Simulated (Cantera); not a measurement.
Cantera run:

```python
import numpy as np
import cantera as ct

gas_names = """
    CL CL2 H HCL H2 N NH NH2 NH3 N2 N2H2 N2H4 Si SiCL SiCL2 SiCL3 SiCL4 SiH SiHCL3 SiH2 SiH2CL2 SiH3
    SiH3CL SiH4 SiN Si2 Si2N Si3
""".split()
cond_names = """
    NH4CL(a) NH4CL(b) Si(cr) Si(L) Si3N4(a)
""".split()


# ... load() reads the species with a 1 bar reference pressure and builds the phases ...
atoms = {
    'SiH4': {'Si': 1, 'H': 4},
    'Cl2': {'CL': 2},
    'N2': {'N': 2},
}
top_T = {'Si3N4(a)': 2400}  # K; cautious upper limits of use, not melting points


# ... equilibrate(T, P, feed) seeds the gas with the atoms and calls Mixture.equilibrate('TP', solver="vcs", rtol=1e-11, max_steps=5000) ...
results = []
feed = {'SiH4': 1, 'Cl2': 0.39, 'N2': 3.9}  # mol
T = 1098.15  # K
P = 10000  # Pa
mix = equilibrate(T, P, feed)
results.append((T, P, feed, dict(zip(mix.species_names, mix.species_moles))))
x = sorted(zip(gas.X, gas.species_names), reverse=True)
print(f"T = {T:g} K  P = {P:g} Pa  gas = {mix.phase_moles(0):.4g} mol")
print("   x: " + "  ".join(f"{s} {v:.3e}" for v, s in x if v > 1e-05))
print("   condensed (mol): " + ("  ".join(f"{mix.phase(i).name} {mix.phase_moles(i):.4g}"
      for i in range(1, mix.n_phases) if mix.phase_moles(i) > 1e-12) or "none"))
```

Output:

```
T = 1098.15 K  P = 10000 Pa  gas = 5.622 mol
   x: N2 5.755e-01  H2 2.876e-01  HCL 1.363e-01  SiCL4 5.910e-04  SiHCL3 1.816e-05
   condensed (mol): Si3N4(a) 0.3322
```

Method: chemical equilibrium by Gibbs-energy minimisation in Cantera with the NASA 1993 tables (ideal gas, pure condensed phases). N2 is the only nitrogen source here; it is nearly inert below about 1500 K, so the nitride shown seldom forms there in practice.
